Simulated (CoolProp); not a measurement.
Values from CoolProp's reference Helmholtz-energy equation of state, Wu 2012.

Question: Give the vapour pressure (MPa), liquid density (kg/m³), enthalpy of vaporisation (kJ/kg), liquid cp (kJ/(kg K)) of saturated fluoroethane (R161) at 261.7, 316.4, 330.1 K.

Answer: 
```tsv
T (K)	p (MPa)	liquid density (kg/m³)	enthalpy of vaporisation (kJ/kg)	liquid cp (kJ/(kg K))
261.7	0.294	778	394	2.07
316.4	1.48	669	305	2.46
330.1	2.03	631	274	2.64
```
